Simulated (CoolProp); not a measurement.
Ammonia at several states: Z from the reference equation and from simpler models built on Tc = 132.4 °C, pc = 11360 kPa, ω = 0.256; each cubic takes its own stable root.

Values from CoolProp's reference Helmholtz-energy equation of state, Gao 2020.

```json
[
 {"T (°C)": "313.65", "p (kPa)": "11800", "phase": "supercritical", "reference": "0.9057", "Redlich-Kwong": "0.8900", "Soave-Redlich-Kwong": "0.9266", "Peng-Robinson": "0.9049"},
 {"T (°C)": "372.35", "p (kPa)": "460", "phase": "gas", "reference": "0.9975", "Redlich-Kwong": "0.9968", "Soave-Redlich-Kwong": "0.9981", "Peng-Robinson": "0.9973"},
 {"T (°C)": "3.95", "p (kPa)": "33700", "phase": "liquid", "reference": "0.3805", "Redlich-Kwong": "0.4907", "Soave-Redlich-Kwong": "0.4780", "Peng-Robinson": "0.4245"},
 {"T (°C)": "161.55", "p (kPa)": "5790", "phase": "gas", "reference": "0.8389", "Redlich-Kwong": "0.8445", "Soave-Redlich-Kwong": "0.8513", "Peng-Robinson": "0.8344"},
 {"T (°C)": "322.75", "p (kPa)": "2880", "phase": "gas", "reference": "0.9781", "Redlich-Kwong": "0.9737", "Soave-Redlich-Kwong": "0.9820", "Peng-Robinson": "0.9761"}
]
```
